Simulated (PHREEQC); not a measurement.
Consider water at 25 °C with 5 mmol/kgw HF, 55 mmol/kgw H2SiF6 and 0.031 mmol/kgw H2SO4. Closed to the air; pH follows from the charge balance.

The numbers come from PHREEQC with the ion-association model, phreeqc.dat.

Problem. The ionic strength comes out as 0.163 mol/kgw. What activity coefficients do HF2-, SO4-2, HSO4-, F-, SiF6-2 get?

Solution. HF2- 0.76, SO4-2 0.32, HSO4- 0.76, F- 0.72, SiF6-2 0.32.

This is a speciation only: nothing precipitates in the calculation. Saturation is exceeded, for instance for Quartz (slow to form), Chalcedony (slow to form); the values hold only as long as no solid forms. Complexes and solids missing from the database can't appear. SiF6-2 is the database's only silicon fluoride.
